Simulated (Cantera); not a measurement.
Input: 1 mol Mg(OH)₂, 0.17 mol H₂, equilibrated at 2023.15 K and 13300 Pa.

Cantera equilibrium calculation (NASA polynomials, part measured and part estimated; ideal gas, pure solids and liquids). Equilibrium is a limit: real reactors are often held back by kinetics, nucleation or transport.

| species | before | after |
|---|---|---|
| H₂O | 0.852 | 0.840 |
| H₂ | 0.145 | 0.144 |
| H | 0.00198 | 0.00765 |
| OH | 0.00121 | 0.00666 |
| Mg | 2.69e-5 | 0.000453 |
| MgO | 2.43e-7 | 1.18e-5 |
| O | 1.21e-5 | 0.000243 |
| O₂ | 3.06e-5 | 0.000593 |
| MgOH | 1.35e-5 | 0.000158 |
| Mg(OH)₂ | 4.02e-5 | 0.000192 |
| MgO(s), mol | 1.000 | 0.999 |
Gas species are given as mole fractions.

Q: Which change was made?
A. temperature from 2023.15 K to 2248 K
B. temperature from 2023.15 K to 698 K
C. pressure from 13300 Pa to 101000 Pa
D. temperature from 2023.15 K to 523.15 K

A: A, temperature from 2023.15 K to 2248 K
